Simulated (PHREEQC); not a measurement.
**Reverse-osmosis permeate: an equilibrium model**

A made-up water analysis in mg/kgw, 20 °C, pH 6, pe 11.3:

```json
[
 {"constituent": "Na", "mg/kgw": "1.23"},
 {"constituent": "K", "mg/kgw": "0.000657"},
 {"constituent": "Ca", "mg/kgw": "1.69"},
 {"constituent": "Mg", "mg/kgw": "0.0746"},
 {"constituent": "Cl", "mg/kgw": "1.33"},
 {"constituent": "S(6) as SO4", "mg/kgw": "4.15"},
 {"constituent": "Alkalinity as HCO3", "mg/kgw": "1.3"},
 {"constituent": "Cd", "mg/kgw": "0.0023"}
]
```

Valence states are taken as typed.

Computed with PHREEQC (ion-association model, phreeqc.dat).

Each row changes one thing in this solution. No solid was allowed to form.

```tsv
case	CO2 (mol/kgw)	HCO3- (mol/kgw)	CaSO4 (mol/kgw)	MgSO4 (mol/kgw)	NaSO4- (mol/kgw)	CaHCO3+ (mol/kgw)	SI of Gypsum (CaSO4:2H2O)	SI of Otavite (CdCO3)
as made	5.28e-5	2.23e-5	2.68e-7	2.34e-8	1.04e-8	1.02e-8	-4.22	-4.66
pH from 6 to 7 at the same alkalinity	5.04e-6	?	2.68e-7	2.34e-8	1.04e-8	9.76e-9	-4.22	-3.68
K from 0.000657 to 0.00131 mg/kgw	5.28e-5	2.23e-5	2.68e-7	2.34e-8	1.04e-8	1.02e-8	-4.22	-4.66
all concentrations times 3 at the same typed pH	0.000152	6.48e-5	2.15e-6	1.87e-7	8.84e-8	?	-3.32	?
Na from 1.23 to 2.46 mg/kgw	5.28e-5	2.23e-5	2.66e-7	2.32e-8	2.07e-8	1.02e-8	-4.23	-4.66
```

Question: Some entries are withheld; supply them.

Answer: 
- pH from 6 to 7 at the same alkalinity, HCO3- (mol/kgw): 2.13e-5
- all concentrations times 3 at the same typed pH, CaHCO3+ (mol/kgw): 8.40e-8
- all concentrations times 3 at the same typed pH, SI of Otavite (CdCO3): -3.76

Species that the database lacks are ignored.
